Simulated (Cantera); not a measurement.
An isothermal, constant-pressure homogeneous reactor starts with 14.1 % C2H4, 85.9 % H2, at 1700 K and 101000 Pa.

Detailed kinetics in Cantera: GRI-Mech 3.0 (53 species, 325 reactions). GRI-Mech 3.0 was tuned for natural gas; its chemistry of ethylene as a main component is partial and can be far from experiment. GRI-Mech 3.0 stops at C3 and has no aromatics, soot or wall deposition, so with more carbon than oxygen in the feed, carbon stays in small species such as C2H2 where larger ones or solid carbon would form.

One state of this run: x C2H4 = 0.0898; x H2 = 0.865; x H = 0.000108; x C2H6 = 7.20e-5; x CH4 = 0.000863; x CH3 = 4.37e-6. x: mole fraction; the columns are a selection and need not sum to one.

Task: Which value of t (s) does it belong to?
(A) 5.52e-5
(B) 0.0676
(C) 0.000421
(D) 0.00887

Result: C, 0.000421
